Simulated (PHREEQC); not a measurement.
Solution (20 °C): 0.72 mol Na2CO3 and 1.4 mol KCl per kg of water. Closed to the air; pH follows from the charge balance.

The numbers come from PHREEQC with the Pitzer model, pitzer.dat.

No solid was allowed to form.

**Question.** What pH, ionic strength does the model give?

**Answer.** pH 11.73; ionic strength 3.56 mol/kgw.

In brines, pH and single-ion activities rest on the MacInnes convention.
